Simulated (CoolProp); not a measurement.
Vapour-liquid equilibrium of ethanol (1) + cyclohexane (2) at 89.55 °C; x and y are mole fractions of (1).

Model: multi-fluid Helmholtz-energy mixture model, Schroeder 2014 and Zhou 2014; pair parameters Bell 2016, in CoolProp.

```json
[
 {"x": "0.05", "bubble pressure, mixture model (kPa)": "161.7", "bubble pressure, Raoult's law (kPa)": "132.3", "y, mixture model": "0.217", "y, Raoult's law": "0.058"},
 {"x": "0.15", "bubble pressure, mixture model (kPa)": "196.8", "bubble pressure, Raoult's law (kPa)": "134.7", "y, mixture model": "0.397", "y, Raoult's law": "0.172"},
 {"x": "0.25", "bubble pressure, mixture model (kPa)": "211.8", "bubble pressure, Raoult's law (kPa)": "137.0", "y, mixture model": "0.467", "y, Raoult's law": "0.282"},
 {"x": "0.35", "bubble pressure, mixture model (kPa)": "217.4", "bubble pressure, Raoult's law (kPa)": "139.4", "y, mixture model": "0.499", "y, Raoult's law": "0.388"},
 {"x": "0.45", "bubble pressure, mixture model (kPa)": "219.2", "bubble pressure, Raoult's law (kPa)": "141.8", "y, mixture model": "0.517", "y, Raoult's law": "0.491"},
 {"x": "0.55", "bubble pressure, mixture model (kPa)": "219.6", "bubble pressure, Raoult's law (kPa)": "144.1", "y, mixture model": "0.533", "y, Raoult's law": "0.591"},
 {"x": "0.65", "bubble pressure, mixture model (kPa)": "218.2", "bubble pressure, Raoult's law (kPa)": "146.5", "y, mixture model": "0.556", "y, Raoult's law": "0.687"},
 {"x": "0.75", "bubble pressure, mixture model (kPa)": "213.0", "bubble pressure, Raoult's law (kPa)": "148.8", "y, mixture model": "0.600", "y, Raoult's law": "0.780"},
 {"x": "0.85", "bubble pressure, mixture model (kPa)": "199.9", "bubble pressure, Raoult's law (kPa)": "151.2", "y, mixture model": "0.684", "y, Raoult's law": "0.870"},
 {"x": "0.95", "bubble pressure, mixture model (kPa)": "173.9", "bubble pressure, Raoult's law (kPa)": "153.6", "y, mixture model": "0.852", "y, Raoult's law": "0.957"}
]
```

The largest gap from Raoult's law is +56.0 % in bubble pressure, at x = 0.35. y crosses x between x = 0.45 and 0.55: the model has an azeotrope there.

Pair parameters are fitted to limited data, so mixtures are less certain than the pure fluids. With so large a gap from Raoult's law the liquid may split in two, which this calculation doesn't test in full.
